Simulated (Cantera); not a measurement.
Feed: 1 mol Cu, 0.033 mol H2O, 1.8 mol CO, equilibrated at 10000 Pa.

These are equilibrium values from Cantera (NASA tables, ideal gas, pure condensed phases), not measurements of a reactor. Candidate condensed phases: C, C6H6, C7H8, C8H18, Cu, CuO, Cu(OH)2, Cu2O, H2O; 113 gas species. Kinetics and transport are ignored. All values below are at 1675 K.

Base state: CO 0.964, CO2 0.0170, H2 0.0170, Cu 0.00114, H2O 0.000992, H 4.78e-5 (mole fractions); condensed: Cu(l).

Task: What changes in the equilibrium state with this change: Cu replaced by Fe?

Result: 
```
species       before     after
----------  --------  --------
CO             0.964     0.965
CO2           0.0170    0.0170
H2            0.0170    0.0170
Cu           0.00114         0
Fe                 0   4.15e-5
H2O         0.000992  0.000993
H            4.78e-5   4.79e-5
Cu(l), mol     0.998         0
Fe(δ), mol         0     1.000
```
Further candidate phases: Fe, Fe(CO)5, FeO, Fe(OH)2, Fe(OH)3, Fe2O3, Fe3O4.
